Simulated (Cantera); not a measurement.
# Boron, boron nitride and boron oxide: BCl3 + H2O + H2

Feed: 1 mol BCl3, 0.13 mol H2O, 0.44 mol H2, equilibrated at 0.133 bar.

These are equilibrium values from Cantera (NASA tables, ideal gas, pure condensed phases), not measurements of a reactor. Candidate condensed phases: B, B2O3, B3O3H3, H2O; 33 gas species. The tables' values for BOCl, BCl2, BCl are old estimates; treat these amounts as uncertain. Gases not in the tables: BHCl2. Rates play no part.

```
T (K)  x BCl3   x H2  x HCl  x B3O3Cl3    x BOCl    x BCl2    n B(s)
-----  ------  -----  -----  ---------  --------  --------  --------
1075    0.539  0.273  0.161     0.0268   4.50e-6   5.91e-6         0
1125    0.539  0.273  0.161     0.0268   1.37e-5   1.82e-5         0
1175    0.539  0.272  0.163     0.0268   3.77e-5   5.06e-5  0.000648
1225    0.528  0.259  0.186     0.0266   9.53e-5  0.000109    0.0137
1275    0.518  0.245  0.210     0.0264  0.000224  0.000220    0.0268
1325    0.507  0.232  0.233     0.0262  0.000492  0.000420    0.0400
1375    0.497  0.219  0.256     0.0258   0.00102  0.000764    0.0528
```
x: gas mole fraction; n: condensed amount in mol.

From 1075 K to 1125 K nothing is condensed. From 1175 K to 1375 K the condensed part is B(s). The main B-bearing gas is BCl3 throughout.
